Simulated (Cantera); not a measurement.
**Hydrocarbon pyrolysis for carbon deposition**

An isothermal, constant-pressure homogeneous reactor starts with CH₄ : N₂ : H₂O = 1 : 3.2 : 0.11 (molar parts), at 1425 K and 2.40 Torr.

Cantera simulation using GRI-Mech 3.0 (53 species, 325 reactions); the numbers are that mechanism's predictions, not measurements. GRI-Mech 3.0 stops at C3 and has no aromatics, soot or wall deposition, so with more carbon than oxygen in the feed, carbon stays in small species such as C2H2 where larger ones or solid carbon would form. Radical loss at walls, strong at low pressure, is not modelled.

| t (s) | x CH₄ | x C₂H₆ | x H₂ | x C₂H₄ | x CH₃ | x H | x C₂H |
|---|---|---|---|---|---|---|---|
| 2.00e-6 | 0.232 | <1e-12 | 1.81e-12 | <1e-12 | 1.55e-10 | 1.51e-10 | <1e-12 |
| 8.76e-6 | 0.232 | <1e-12 | 3.32e-11 | <1e-12 | 7.04e-10 | 6.38e-10 | <1e-12 |
| 3.84e-5 | 0.232 | <1e-12 | 5.69e-10 | <1e-12 | 3.51e-9 | 2.37e-9 | <1e-12 |
| 0.000168 | 0.232 | <1e-12 | 7.23e-9 | <1e-12 | 2.01e-8 | 5.66e-9 | <1e-12 |
| 0.000737 | 0.232 | <1e-12 | 4.99e-8 | <1e-12 | 1.06e-7 | 6.59e-9 | <1e-12 |
| 0.00323 | 0.232 | <1e-12 | 2.41e-7 | 1.69e-12 | 4.88e-7 | 6.59e-9 | <1e-12 |
| 0.0141 | 0.232 | 6.30e-11 | 1.08e-6 | 1.84e-10 | 2.16e-6 | 6.60e-9 | <1e-12 |
| 0.0620 | 0.232 | 4.91e-9 | 4.77e-6 | 1.64e-8 | 9.48e-6 | 6.74e-9 | <1e-12 |
| 0.271 | 0.232 | 2.99e-7 | 2.36e-5 | 1.36e-6 | 4.10e-5 | 9.40e-9 | <1e-12 |
| 1.19 | 0.232 | 9.04e-6 | 0.000301 | 9.73e-5 | 0.000164 | 5.96e-8 | <1e-12 |
| 5.21 | 0.221 | 7.13e-5 | 0.0108 | 0.00292 | 0.000433 | 1.41e-6 | 2.03e-10 |
| 22.8 | 0.165 | 3.46e-5 | 0.0798 | 0.00217 | 0.000312 | 7.78e-6 | 2.81e-9 |
| 100 | 0.0833 | 8.62e-6 | 0.181 | 0.000439 | 0.000166 | 1.81e-5 | 6.89e-9 |
x: mole fraction; the columns are a selection and need not sum to one.

Equilibrium at this temperature and pressure: CH₄ 0.000230, C₂H₆ 4.28e-10, H₂ 0.307, C₂H₄ 2.77e-5, CH₃ 1.01e-6, H 6.73e-5, C₂H 1.15e-8 (gas phase only).
